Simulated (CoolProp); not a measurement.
Saturation properties of carbon dioxide.

Values from CoolProp's reference Helmholtz-energy equation of state, Span 1996.

```tsv
T (K)	p (bar)	liquid density (kg/m³)	vapour Z	surface tension (mN/m)	liquid viscosity (µPa s)	liquid conductivity (mW/(m K))
227.1	7.986	1140	0.8917	14.1	213	164
233.7	10.25	1114	0.8713	12.6	191	156
240.3	12.96	1088	0.8484	11.1	172	148
246.8	16.11	1060	0.8235	9.70	155	140
253.4	19.85	1031	0.7955	8.32	139	133
260	24.19	998.9	0.7644	6.99	125	125
266.5	29.10	965.2	0.7305	5.72	112	117
273.1	34.81	927.7	0.6919	4.49	100	109
279.7	41.29	885.6	0.6482	3.33	89.3	101
286.3	48.64	836.7	0.5974	2.24	78.4	93.4
292.8	56.82	777.1	0.5364	1.27	67.4	85.7
```

Viscosity comes from a separate model (Laesecke 2017). Thermal conductivity comes from a separate model (Huber 2016). Surface tension comes from a separate correlation (Mulero 2012).
